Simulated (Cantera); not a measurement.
Standard-state values (1 bar) from the NASA 1993 polynomials, evaluated with Cantera. Values are per mole of reaction as written; species without (g) are pure solids or liquids, kept so even where they would boil at 1 bar.

**Question.** Between 300 and 1848 K, where is each reaction favourable under standard conditions?
- C + 2 CaO ⇌ CO2(g) + 2 Ca

**Answer.** 
- C + 2 CaO ⇌ CO2(g) + 2 Ca: ΔG° is 812 kJ at 300 K and 478 kJ at 1848 K; it stays positive (K < 1). ΔH° is 886 kJ and ΔS° 221 J/K at 1848 K.
